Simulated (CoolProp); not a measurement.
A simple Rankine cycle with fluoroethane (R161): condensing at 296.15 K, boiler at 2.25 MPa, turbine inlet 449 K, turbine efficiency 0.9, pump efficiency 0.7, no recuperator. Each further row changes one setting.

The numbers come from the reference Helmholtz-energy equation of state, Wu 2012 in CoolProp.

```
case                             thermal efficiency (%)  net work (kJ/kg)  heat in (kJ/kg)  turbine exit temperature (K)  volume ratio over the turbine
-------------------------------  ----------------------  ----------------  ---------------  ----------------------------  -----------------------------
as stated                                           9.8              55.4              568                         405.4                           2.43
condensing temperature 288.15 K                    11.7              68.5              585                         395.5                           3.00
boiler pressure 1.57 MPa                            6.3              36.1              577                         422.5                           1.72
turbine efficiency 0.8                              8.6              48.9              568                         409.3                           2.45
```
